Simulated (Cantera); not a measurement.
Feed: 1 mol SiH₄, 0.13 mol CH₄, 980 mol H₂, at 0.130 bar.

Equilibrium computed with Cantera from the NASA thermochemical tables; the gas is ideal and each condensed phase is pure. Candidate condensed phases: C, C₆H₆, C₇H₈, C₈H₁₈, Si, SiC; 87 gas species. Mutual solubility and eutectic melting of coexisting phases are not modelled. Gases not in the tables: Si₂H₆ and higher silanes. Rates play no part. All values below are at 1898 K.

Base state: H₂ 0.998, H 0.00217, Si 9.45e-5, SiH₂ 5.74e-5, SiH 2.97e-5 (mole fractions); condensed: Si(l) + SiC(s).

### Question
What changes in the equilibrium state with this change: pressure from 0.130 bar to 10.0 mbar?

### Answer
```json
[
 {"species": "H₂", "before": "0.998", "after": "0.991"},
 {"species": "H", "before": "0.00217", "after": "0.00778"},
 {"species": "Si", "before": "9.45e-5", "after": "0.000761"},
 {"species": "Si₂C", "before": "1.64e-6", "after": "1.32e-5"},
 {"species": "SiH", "before": "2.97e-5", "after": "6.61e-5"},
 {"species": "SiH₂", "before": "5.74e-5", "after": "3.54e-5"},
 {"species": "Si(l), mol", "before": "0.691", "after": "0"},
 {"species": "SiC(s), mol", "before": "0.125", "after": "0.114"}
]
```
